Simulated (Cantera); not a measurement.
Mixture: 3.03 % C₃H₈, 15.2 % O₂, 81.8 % N₂, at 8.60 bar, adiabatic and at constant volume. Ignition delay is the time to a rise of 400 K.

Detailed kinetics in Cantera: GRI-Mech 3.0 (53 species, 325 reactions). GRI-Mech 3.0 was tuned for natural gas; its chemistry of propane as a main component is partial and can be far from experiment.

Problem. At T0 = 1425 K, what is the delay, and which 5 reactions control it most (d ln τ / d ln k, from doubling and halving each rate constant)?

Solution. The delay is 60.8 µs.
```tsv
reaction	d ln τ / d ln k	faster rate
C2H5 + CH3 (+M) <=> C3H8 (+M)	-0.55	shortens it
CH3 + HO2 <=> CH3O + OH	-0.29	shortens it
H + O2 <=> O + OH	-0.27	shortens it
C3H8 + H <=> C3H7 + H2	0.27	lengthens it
2 CH3 (+M) <=> C2H6 (+M)	0.25	lengthens it
```
